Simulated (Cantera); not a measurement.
A closed system holds: 1 mol Pb, 0.052 mol CO, 3 mol N2, at 798 K and 0.120 bar.

Cantera equilibrium calculation (NASA polynomials, part measured and part estimated; ideal gas, pure solids and liquids). Candidate condensed phases: C, Pb, PbO, PbO2, Pb3O4; 27 gas species. Equilibrium is a limit: real reactors are often held back by kinetics, nucleation or transport.

Base state: N2 0.985, CO 0.0129, CO2 0.00210 (mole fractions); condensed: C(graphite) + Pb(l).

Problem. What changes in the equilibrium state with this change: N2 from 3 to 0.31 mol?

Solution. 
```
species            before   after
----------------  -------  ------
N2                  0.985   0.895
CO                 0.0129  0.0598
CO2               0.00210  0.0452
C(graphite), mol  0.00639  0.0156
Pb(l), mol          1.000    1.00
```

Problem. What changes in the equilibrium state with this change: pressure from 0.120 bar to 97.0 Pa?

Solution. 
| species | before | after |
|---|---|---|
| N2 | 0.985 | 0.983 |
| CO | 0.0129 | 0.0170 |
| Pb | 4.77e-7 | 5.90e-5 |
| CO2 | 0.00210 | 2.95e-5 |
| C(graphite), mol | 0.00639 | 8.99e-5 |
| Pb(l), mol | 1.000 | 1.000 |
